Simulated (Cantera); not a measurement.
An adiabatic, constant-pressure homogeneous reactor starts with H2 : O2 : N2 = 1 : 0.5 : 4.75 (molar parts), at 1250 K and 16500 Torr. Integrator tolerance rtol = 1e-08.

Computed with Cantera and GRI-Mech 3.0 (53 species, 325 reactions). The hydrogen kinetics of GRI-Mech 3.0 are dated; newer H2 mechanisms differ, most at raised pressure. The pressure lies above the range GRI-Mech 3.0 was tuned for (to about 10 atm).

Problem. What does this change do: pressure from 16500 Torr to 1800 Torr?

Solution. 
```json
[
 {"quantity": "time of steepest temperature rise", "before": "69.1 µs", "after": "30.3 µs"},
 {"quantity": "temperature at 0.800 s", "before": "2357 K", "after": "2329 K"},
 {"quantity": "equilibrium temperature", "before": "2357 K", "after": "2329 K"},
 {"quantity": "x(H2) at 0.800 s", "before": "0.00353 (gas-phase equilibrium 0.00353)", "after": "0.00626 (gas-phase equilibrium 0.00626)"},
 {"quantity": "x(O2) at 0.800 s", "before": "0.000862 (gas-phase equilibrium 0.000862)", "after": "0.00177 (gas-phase equilibrium 0.00177)"},
 {"quantity": "x(NO2) at 0.800 s", "before": "3.62e-7 (gas-phase equilibrium 3.62e-7)", "after": "2.40e-7 (gas-phase equilibrium 2.40e-7)"},
 {"quantity": "x(O) at 0.800 s", "before": "4.33e-5 (gas-phase equilibrium 4.33e-5)", "after": "0.000161 (gas-phase equilibrium 0.000161)"},
 {"quantity": "x(HO2) at 0.800 s", "before": "4.41e-7 (gas-phase equilibrium 4.41e-7)", "after": "3.96e-7 (gas-phase equilibrium 3.96e-7)"}
]
```
